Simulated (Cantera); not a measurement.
Input: 1 mol Pb, 5.2 mol H2, 2.4 mol N2, at 1550 K and 2.00 mbar.

Method: chemical equilibrium by Gibbs-energy minimisation in Cantera with the NASA 1993 tables (ideal gas, pure condensed phases). Candidate condensed phases: Pb; 11 gas species. Rates play no part.

Base state: H2 0.604, N2 0.279, Pb 0.116, H 0.000547 (mole fractions); condensed: gas only.

Problem. What changes in the equilibrium state with this change: temperature from 1550 K to 625 K?

Solution. 
```tsv
species	before	after
H2	0.604	0.684
N2	0.279	0.316
NH3	2.66e-8	1.75e-5
Pb	0.116	1.17e-8
H	0.000547	<1e-9
Pb(l), mol	0	1.00
```
